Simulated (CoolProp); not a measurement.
Vapour-liquid equilibrium of m-xylene (1) + n-undecane (2) at 338.6 K; x and y are mole fractions of (1).

Computed with CoolProp (multi-fluid Helmholtz-energy mixture model, Zhou 2012 and Aleksandrov 2011; pair parameters Bell 2016).

Give the bubble pressure and the first vapour's composition at x = 0.425, 0.575, 0.8. Is there an azeotrope?

x = 0.425: 0.003943 MPa, y = 0.881; x = 0.575: 0.005073 MPa, y = 0.932; x = 0.8: 0.006812 MPa, y = 0.977. No azeotrope shows between x = 0.05 and 0.95.

Pair parameters are fitted to limited data, so mixtures are less certain than the pure fluids.
